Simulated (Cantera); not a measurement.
## Adiabatic ignition

An adiabatic, constant-volume homogeneous reactor starts with CH₄ : O₂ : N₂ = 1 : 0.87 : 3.27 (molar parts), at 1725 K and 190000 Pa.

Model: GRI-Mech 3.0 (53 species, 325 reactions), integrated in Cantera.

```
t (s)     T (K)  P (bar)     x CH₄     x O₂    x HO₂   x H₂O₂      x NO
--------  -----  -------  --------  -------  -------  -------  --------
3.00e-6    1725     1.90     0.194    0.169  6.78e-6  2.48e-7    <1e-12
7.82e-6    1724     1.90     0.194    0.169  1.37e-5  5.76e-7    <1e-12
2.04e-5    1724     1.90     0.194    0.169  1.99e-5  8.82e-7  3.04e-12
5.31e-5    1731     1.91     0.190    0.167  4.76e-5  2.29e-6  2.57e-11
0.000138   2838     3.82  0.000372  1.69e-5  2.90e-8  9.05e-9  0.000303
0.000361   2790     3.79  1.98e-10  3.02e-5  5.22e-8  1.36e-8  0.000567
0.000940   2791     3.79  1.91e-10  3.06e-5  5.29e-8  1.37e-8  0.000394
0.00245    2792     3.79  1.90e-10  3.07e-5  5.30e-8  1.37e-8  0.000358
0.00638    2792     3.79  1.90e-10  3.07e-5  5.30e-8  1.37e-8  0.000357
0.0166     2792     3.79  1.90e-10  3.07e-5  5.30e-8  1.37e-8  0.000357
0.0434     2792     3.79  1.90e-10  3.07e-5  5.30e-8  1.37e-8  0.000357
0.113      2792     3.79  1.90e-10  3.07e-5  5.30e-8  1.37e-8  0.000357
0.294      2792     3.79  1.90e-10  3.07e-5  5.30e-8  1.37e-8  0.000357
0.767      2792     3.79  1.90e-10  3.07e-5  5.30e-8  1.37e-8  0.000357
2.00       2792     3.79  1.90e-10  3.07e-5  5.30e-8  1.37e-8  0.000357
```
x: mole fraction; the columns are a selection and need not sum to one.

* **time of steepest temperature rise**: 0.122 ms
* **temperature at 2.00 s**: 2792 K
* **equilibrium temperature**: 2792 K
* **x(CH₄) at 2.00 s**: 1.90e-10 (gas-phase equilibrium 2.12e-10)
* **x(O₂) at 2.00 s**: 3.07e-5 (gas-phase equilibrium 3.07e-5)
* **x(HO₂) at 2.00 s**: 5.30e-8 (gas-phase equilibrium 5.30e-8)
